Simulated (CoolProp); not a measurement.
Vapour-liquid equilibrium of R134a (1) + methanol (2) at 27.45 °C; x and y are mole fractions of (1).

Computed with CoolProp (multi-fluid Helmholtz-energy mixture model, Tillner-Roth 1994 and de Reuck 1993; pair parameters Bell 2016).

```
x      bubble pressure, mixture model (kPa)  bubble pressure, Raoult's law (kPa)  y, mixture model  y, Raoult's law
-----  ------------------------------------  -----------------------------------  ----------------  ---------------
0.05                                  139.2                                54.07             0.862            0.662
0.125                                 259.2                                106.3             0.927            0.841
0.2                                   333.6                                158.5             0.944            0.903
0.275                                 381.8                                210.7             0.952            0.934
0.35                                  415.9                                262.9             0.957            0.952
0.425                                 443.2                                315.1             0.960            0.965
0.5                                   468.2                                367.3             0.964            0.974
0.575                                 493.6                                419.5             0.967            0.980
0.65                                  521.4                                471.7             0.971            0.986
0.725                                 552.7                                523.9             0.975            0.990
0.8                                   588.7                                576.1             0.981            0.993
0.875                                 630.4                                628.3             0.987            0.996
0.95                                  678.7                                680.5             0.994            0.999
```

The largest gap from Raoult's law is +157.4 % in bubble pressure, at x = 0.05. No azeotrope shows between x = 0.05 and 0.95.

Pair parameters are fitted to limited data, so mixtures are less certain than the pure fluids. With so large a gap from Raoult's law the liquid may split in two, which this calculation doesn't test in full.
